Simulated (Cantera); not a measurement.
# Silicon nitride deposition: Si₂Cl₆ + N₂ + H₂

Charge: 1 mol Si₂Cl₆, 21 mol N₂, 0.55 mol H₂, equilibrated at 0.280 bar.

Cantera equilibrium calculation (NASA polynomials, part measured and part estimated; ideal gas, pure solids and liquids). Candidate condensed phases: NH₄Cl, Si, Si₃N₄; 28 gas species. The feed counts by its element totals alone. The tables' values for SiCl₃, SiCl are old estimates; treat these amounts as uncertain. Rates play no part.

```csv
T (K),x N₂,x SiCl₂,x HCl,x SiCl₄,x SiCl₃,x Cl,n Si₃N₄(s)
1598,0.884,0.0277,0.0418,0.0265,0.0172,6.78e-5,0.106
1673,0.875,0.0503,0.0399,0.0137,0.0181,0.000124,0.00908
1748,0.873,0.0536,0.0421,0.0111,0.0183,0.000336,0
1823,0.871,0.0544,0.0437,0.00987,0.0186,0.000885,0
1898,0.870,0.0553,0.0444,0.00870,0.0188,0.00214,0
1973,0.868,0.0567,0.0447,0.00731,0.0186,0.00467,0
2048,0.864,0.0592,0.0447,0.00553,0.0175,0.00898,0
```
x: gas mole fraction; n: condensed amount in mol.

From 1598 K to 1673 K the condensed part is Si₃N₄(s). From 1748 K to 2048 K nothing is condensed. The main Si-bearing gas is SiCl₂ throughout.
